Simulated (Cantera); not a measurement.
An isothermal, constant-pressure homogeneous reactor starts with CH4 : N2 = 1 : 43 (molar parts), at 1400 K and 0.00592 atm. Integrator tolerance rtol = 1e-08.

Cantera simulation using GRI-Mech 3.0 (53 species, 325 reactions); the numbers are that mechanism's predictions, not measurements. GRI-Mech 3.0 stops at C3 and has no aromatics, soot or wall deposition, so with more carbon than oxygen in the feed, carbon stays in small species such as C2H2 where larger ones or solid carbon would form. Radical loss at walls, strong at low pressure, is not modelled.

### Question
What does this change do: CH4 1 to 7.9 parts?

### Answer
```json
[
 {"quantity": "x(CH4) at 20.0 s", "before": "0.0198 (gas-phase equilibrium 4.17e-6)", "after": "0.129 (gas-phase equilibrium 0.000264)"},
 {"quantity": "x(C2H6) at 20.0 s", "before": "7.56e-6 (gas-phase equilibrium 1.16e-12)", "after": "3.48e-5 (gas-phase equilibrium 7.72e-10)"},
 {"quantity": "x(C2H4) at 20.0 s", "before": "0.000480 (gas-phase equilibrium 2.97e-7)", "after": "0.00163 (gas-phase equilibrium 3.27e-5)"},
 {"quantity": "x(HCN) at 20.0 s", "before": "9.91e-10 (gas-phase equilibrium 0.0186)", "after": "4.54e-10 (gas-phase equilibrium 0.0682)"},
 {"quantity": "x(H2) at 20.0 s", "before": "0.00368 (gas-phase equilibrium 0.0333)", "after": "0.0328 (gas-phase equilibrium 0.201)"},
 {"quantity": "x(CH2) at 20.0 s", "before": "9.38e-9 (gas-phase equilibrium 7.22e-12)", "after": "7.63e-9 (gas-phase equilibrium 7.58e-11)"},
 {"quantity": "x(C2H2) at 20.0 s", "before": "0.000890 (gas-phase equilibrium 0.00181)", "after": "0.00982 (gas-phase equilibrium 0.0329)"}
]
```

### Question
What does this change do: pressure from 0.00592 atm to 0.296 atm?

### Answer
| quantity | before | after |
|---|---|---|
| x(CH4) at 20.0 s | 0.0198 (gas-phase equilibrium 4.17e-6) | 0.0109 (gas-phase equilibrium 0.000204) |
| x(C2H6) at 20.0 s | 7.56e-6 (gas-phase equilibrium 1.16e-12) | 4.71e-6 (gas-phase equilibrium 2.80e-9) |
| x(C2H4) at 20.0 s | 0.000480 (gas-phase equilibrium 2.97e-7) | 6.17e-5 (gas-phase equilibrium 1.45e-5) |
| x(HCN) at 20.0 s | 9.91e-10 (gas-phase equilibrium 0.0186) | 3.26e-9 (gas-phase equilibrium 0.0184) |
| x(H2) at 20.0 s | 0.00368 (gas-phase equilibrium 0.0333) | 0.0172 (gas-phase equilibrium 0.0330) |
| x(CH2) at 20.0 s | 9.38e-9 (gas-phase equilibrium 7.22e-12) | 2.75e-10 (gas-phase equilibrium 7.13e-12) |
| x(C2H2) at 20.0 s | 0.000890 (gas-phase equilibrium 0.00181) | 0.00570 (gas-phase equilibrium 0.00177) |
